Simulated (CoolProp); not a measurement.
Properties of hexamethyldisiloxane (MM) along the isotherm 553.8 K (Tc = 518.7 K, pc = 1931 kPa, ω = 0.418).

Model: reference Helmholtz-energy equation of state, Thol 2016, in CoolProp.

```json
[
 {"p (kPa)": "1930", "phase": "gas", "density (kg/m³)": "103.1", "cp (kJ/(kg K))": "2.481", "cv (kJ/(kg K))": "2.135", "Joule-Thomson coefficient (K/MPa)": "12.06", "isothermal compressibility (1/MPa)": "0.8457", "fugacity coefficient": "0.7340"},
 {"p (kPa)": "3860", "phase": "supercritical", "density (kg/m³)": "371.3", "cp (kJ/(kg K))": "3.007", "cv (kJ/(kg K))": "2.176", "Joule-Thomson coefficient (K/MPa)": "4.143", "isothermal compressibility (1/MPa)": "0.1852", "fugacity coefficient": "0.5119"},
 {"p (kPa)": "5790", "phase": "supercritical", "density (kg/m³)": "442.6", "cp (kJ/(kg K))": "2.631", "cv (kJ/(kg K))": "2.149", "Joule-Thomson coefficient (K/MPa)": "1.229", "isothermal compressibility (1/MPa)": "0.05002", "fugacity coefficient": "0.4025"},
 {"p (kPa)": "7720", "phase": "supercritical", "density (kg/m³)": "475.6", "cp (kJ/(kg K))": "2.539", "cv (kJ/(kg K))": "2.140", "Joule-Thomson coefficient (K/MPa)": "0.6040", "isothermal compressibility (1/MPa)": "?", "fugacity coefficient": "0.3500"},
 {"p (kPa)": "9660", "phase": "supercritical", "density (kg/m³)": "497.9", "cp (kJ/(kg K))": "2.495", "cv (kJ/(kg K))": "2.135", "Joule-Thomson coefficient (K/MPa)": "0.3248", "isothermal compressibility (1/MPa)": "0.01987", "fugacity coefficient": "0.3218"},
 {"p (kPa)": "11600", "phase": "supercritical", "density (kg/m³)": "515.0", "cp (kJ/(kg K))": "2.468", "cv (kJ/(kg K))": "2.133", "Joule-Thomson coefficient (K/MPa)": "0.1649", "isothermal compressibility (1/MPa)": "0.01530", "fugacity coefficient": "0.3068"},
 {"p (kPa)": "13500", "phase": "supercritical", "density (kg/m³)": "?", "cp (kJ/(kg K))": "2.450", "cv (kJ/(kg K))": "2.132", "Joule-Thomson coefficient (K/MPa)": "0.06225", "isothermal compressibility (1/MPa)": "?", "fugacity coefficient": "0.2997"},
 {"p (kPa)": "15400", "phase": "supercritical", "density (kg/m³)": "540.4", "cp (kJ/(kg K))": "2.437", "cv (kJ/(kg K))": "2.131", "Joule-Thomson coefficient (K/MPa)": "-0.01079", "isothermal compressibility (1/MPa)": "0.01059", "fugacity coefficient": "0.2978"},
 {"p (kPa)": "17400", "phase": "supercritical", "density (kg/m³)": "551.1", "cp (kJ/(kg K))": "2.427", "cv (kJ/(kg K))": "2.131", "Joule-Thomson coefficient (K/MPa)": "-0.06808", "isothermal compressibility (1/MPa)": "0.009130", "fugacity coefficient": "0.2999"},
 {"p (kPa)": "19300", "phase": "supercritical", "density (kg/m³)": "560.1", "cp (kJ/(kg K))": "2.419", "cv (kJ/(kg K))": "2.130", "Joule-Thomson coefficient (K/MPa)": "-0.1102", "isothermal compressibility (1/MPa)": "0.008076", "fugacity coefficient": "?"}
]
```

**Question.** Fill in the missing entries.

**Answer.** 
- 7720, isothermal compressibility (1/MPa): 0.02844
- 13500, density (kg/m³): 528.7
- 13500, isothermal compressibility (1/MPa): 0.01251
- 19300, fugacity coefficient: 0.3050
